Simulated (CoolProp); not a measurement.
Vapour-liquid equilibrium of propylene (1) + benzene (2) at 13.65 °C; x and y are mole fractions of (1).

The numbers come from the multi-fluid Helmholtz-energy mixture model, Lemmon 2013 and Thol 2012; pair parameters Bell 2016 in CoolProp.

Q: Give the bubble pressure and the first vapour's composition at x = 0.2, 0.35, 0.65. Is there an azeotrope?

A: x = 0.2: 262.9 kPa, y = 0.974; x = 0.35: 399.8 kPa, y = 0.984; x = 0.65: 601.0 kPa, y = 0.992. No azeotrope shows between x = 0.05 and 0.95.

Pair parameters are fitted to limited data, so mixtures are less certain than the pure fluids. The gap from Raoult's law changes sign with composition, which may be real or a fault of the pair parameters; it wasn't checked against measurements. With so large a gap from Raoult's law the liquid may split in two, which this calculation doesn't test in full.
